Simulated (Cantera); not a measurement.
## Gas activation for diamond growth

An isothermal, constant-pressure homogeneous reactor starts with CH4 : H2 : CO2 = 0.024 : 1 : 0.019 (molar parts), at 1550 K and 0.0454 atm.

Detailed kinetics in Cantera: GRI-Mech 3.0 (53 species, 325 reactions). Radical loss at walls, strong at low pressure, is not modelled.

| t (s) | x CH4 | x H2 | x CO2 | x CH3 | x OH |
|---|---|---|---|---|---|
| 0.000200 | 0.0230 | 0.959 | 0.0182 | 2.31e-7 | 6.46e-11 |
| 0.000472 | 0.0230 | 0.959 | 0.0182 | 5.35e-7 | 1.54e-10 |
| 0.00111 | 0.0230 | 0.959 | 0.0182 | 1.25e-6 | 3.66e-10 |
| 0.00263 | 0.0230 | 0.959 | 0.0182 | 2.94e-6 | 8.67e-10 |
| 0.00621 | 0.0230 | 0.959 | 0.0182 | 6.91e-6 | 2.04e-9 |
| 0.0147 | 0.0230 | 0.959 | 0.0182 | 1.60e-5 | 4.79e-9 |
| 0.0346 | 0.0230 | 0.958 | 0.0179 | 3.46e-5 | 1.08e-8 |
| 0.0818 | 0.0229 | 0.957 | 0.0169 | 5.66e-5 | 2.11e-8 |
| 0.193 | 0.0227 | 0.955 | 0.0141 | 6.21e-5 | 3.32e-8 |
| 0.456 | 0.0223 | 0.950 | 0.00908 | 6.13e-5 | 5.10e-8 |
| 1.08 | 0.0212 | 0.945 | 0.00326 | 5.91e-5 | 7.20e-8 |
| 2.54 | 0.0191 | 0.943 | 0.000383 | 5.38e-5 | 8.29e-8 |
| 6.00 | 0.0155 | 0.945 | 0.000123 | 4.42e-5 | 8.48e-8 |
x: mole fraction; the columns are a selection and need not sum to one.

Equilibrium at this temperature and pressure: CH4 0.000932, H2 0.962, CO2 2.22e-9, CH3 2.85e-6, OH <1e-12 (gas phase only).
